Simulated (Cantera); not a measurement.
Cantera run, input and output.

```python
import numpy as np
import cantera as ct

gas = ct.Solution("h2o2.yaml")
gas.TPX = 1323, 460000, {'H2': 1, 'O2': 0.833, 'N2': 6.92, 'H2O': 0.15}
reactor = ct.IdealGasConstPressureReactor(gas, energy="on", clone=False)
net = ct.ReactorNet([reactor])
net.rtol, net.atol = 1e-08, 1e-16
show = ['H2', 'O2', 'H', 'H2O', 'H2O2', 'OH']
times = np.geomspace(2e-06, 6, 14)

steps = ct.SolutionArray(gas, extra=["t"])
rows = []
print(f"{'t/s':>10s}{'T/K':>9s}{'P/Pa':>11s}" + "".join(f"{s:>11s}" for s in show))
for t in times:
    while net.time < t:
        t_next = net.step()
        steps.append(gas.state, t=t_next)
    rows.append([np.interp(t, steps.t, y) for y in (steps.T, steps.P, *steps(*show).X.T)])
    print(f"{t:10.3e}{rows[-1][0]:9.1f}{rows[-1][1]:11.4g}" + "".join(f"{x:11.3e}" for x in rows[-1][2:]))
rate = np.gradient(steps.T, steps.t)
print("integrator steps:", len(steps.t))
if steps.T.max() > steps.T[0] + 200:
    print(f"time of steepest temperature rise: {steps.t[rate.argmax()]:.4e} s")
gas.TPX = 1323, 460000, {'H2': 1, 'O2': 0.833, 'N2': 6.92, 'H2O': 0.15}
gas.equilibrate("HP")
print(f"equilibrium (HP): T = {gas.T:.1f} K  " + "  ".join(f"{s} {gas[s].X[0]:.3e}" for s in show))
```

Output:

```
       t/s      T/K       P/Pa         H2         O2          H        H2O       H2O2         OH
 2.000e-06   1323.0    4.6e+05  1.123e-01  9.356e-02  1.456e-07  1.685e-02  7.384e-10  2.169e-08
 6.299e-06   1323.1    4.6e+05  1.123e-01  9.353e-02  2.250e-05  1.689e-02  1.104e-07  3.520e-06
 1.984e-05   1970.1    4.6e+05  6.361e-03  3.915e-02  4.385e-03  1.227e-01  9.251e-07  8.291e-03
 6.248e-05   2095.8    4.6e+05  7.309e-04  3.892e-02  1.450e-04  1.342e-01  2.558e-07  3.235e-03
 1.968e-04   2108.4    4.6e+05  2.173e-04  3.918e-02  2.433e-05  1.356e-01  1.539e-07  1.836e-03
 6.198e-04   2108.8    4.6e+05  2.025e-04  3.920e-02  2.199e-05  1.357e-01  1.507e-07  1.777e-03
 1.952e-03   2108.8    4.6e+05  2.025e-04  3.920e-02  2.199e-05  1.357e-01  1.507e-07  1.777e-03
 6.148e-03   2108.8    4.6e+05  2.025e-04  3.920e-02  2.199e-05  1.357e-01  1.507e-07  1.777e-03
 1.936e-02   2108.8    4.6e+05  2.025e-04  3.920e-02  2.199e-05  1.357e-01  1.507e-07  1.777e-03
 6.098e-02   2108.8    4.6e+05  2.025e-04  3.920e-02  2.199e-05  1.357e-01  1.507e-07  1.777e-03
 1.921e-01   2108.8    4.6e+05  2.025e-04  3.920e-02  2.199e-05  1.357e-01  1.507e-07  1.777e-03
 6.049e-01   2108.8    4.6e+05  2.025e-04  3.920e-02  2.199e-05  1.357e-01  1.507e-07  1.777e-03
 1.905e+00   2108.8    4.6e+05  2.025e-04  3.920e-02  2.199e-05  1.357e-01  1.507e-07  1.777e-03
 6.000e+00   2108.8    4.6e+05  2.025e-04  3.920e-02  2.199e-05  1.357e-01  1.507e-07  1.777e-03
integrator steps: 1133
time of steepest temperature rise: 1.2447e-05 s
equilibrium (HP): T = 2108.8 K  H2 2.025e-04  O2 3.920e-02  H 2.199e-05  H2O 1.357e-01  H2O2 1.507e-07  OH 1.777e-03
```

Model: the H2/O2 subset of GRI-Mech 3.0, which has no nitrogen chemistry, integrated in Cantera. The hydrogen kinetics of GRI-Mech 3.0 are dated; newer H2 mechanisms differ, most at raised pressure.
